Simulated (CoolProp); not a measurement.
Vapour-liquid equilibrium of ethanol (1) + n-nonane (2) at 202.65 °C; x and y are mole fractions of (1).

Model: multi-fluid Helmholtz-energy mixture model, Schroeder 2014 and Lemmon 2006; pair parameters Bell 2016, in CoolProp.

| x | bubble pressure, mixture model (bar) | bubble pressure, Raoult's law (bar) | y, mixture model | y, Raoult's law |
|---|---|---|---|---|
| 0.05 | 6.252 | 4.759 | 0.439 | 0.330 |
| 0.15 | 11.01 | 7.560 | 0.671 | 0.622 |
| 0.25 | 14.57 | 10.36 | 0.748 | 0.757 |
| 0.35 | 17.30 | 13.16 | 0.789 | 0.834 |
| 0.45 | 19.53 | 15.96 | 0.817 | 0.884 |
| 0.55 | 21.55 | 18.77 | 0.842 | 0.919 |
| 0.65 | 23.55 | 21.57 | 0.867 | 0.945 |
| 0.75 | 25.64 | 24.37 | 0.897 | 0.966 |
| 0.85 | 27.85 | 27.17 | 0.932 | 0.981 |
| 0.95 | 30.18 | 29.97 | 0.975 | 0.994 |

The largest gap from Raoult's law is +45.6 % in bubble pressure, at x = 0.15. No azeotrope shows between x = 0.05 and 0.95.

Pair parameters are fitted to limited data, so mixtures are less certain than the pure fluids.
